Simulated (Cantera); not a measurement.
An adiabatic, constant-pressure homogeneous reactor starts with C₃H₈ : O₂ : N₂ = 1 : 2.5 : 20 (molar parts), at 1750 K and 7500 Torr. Integrator tolerance rtol = 1e-08.

Model: GRI-Mech 3.0 (53 species, 325 reactions), integrated in Cantera. GRI-Mech 3.0 was tuned for natural gas; its chemistry of propane as a main component is partial and can be far from experiment.

Question: What does this change do: initial temperature 1750 to 1550 K?

Answer: 
```json
[
 {"quantity": "time of steepest temperature rise", "before": "5.01 µs", "after": "21.8 µs"},
 {"quantity": "temperature at 1.00 s", "before": "2462 K", "after": "2274 K"},
 {"quantity": "equilibrium temperature", "before": "2462 K", "after": "2274 K"},
 {"quantity": "x(C₃H₈) at 1.00 s", "before": "<1e-12 (gas-phase equilibrium <1e-12)", "after": "<1e-12 (gas-phase equilibrium <1e-12)"},
 {"quantity": "x(O₂) at 1.00 s", "before": "1.30e-6 (gas-phase equilibrium 1.30e-6)", "after": "1.63e-7 (gas-phase equilibrium 1.63e-7)"},
 {"quantity": "x(N₂O) at 1.00 s", "before": "8.85e-9 (gas-phase equilibrium 8.85e-9)", "after": "2.17e-9 (gas-phase equilibrium 2.17e-9)"},
 {"quantity": "x(H₂O) at 1.00 s", "before": "0.0618 (gas-phase equilibrium 0.0618)", "after": "0.0613 (gas-phase equilibrium 0.0613)"},
 {"quantity": "x(CO) at 1.00 s", "before": "0.0991 (gas-phase equilibrium 0.0991)", "after": "0.0984 (gas-phase equilibrium 0.0984)"}
]
```
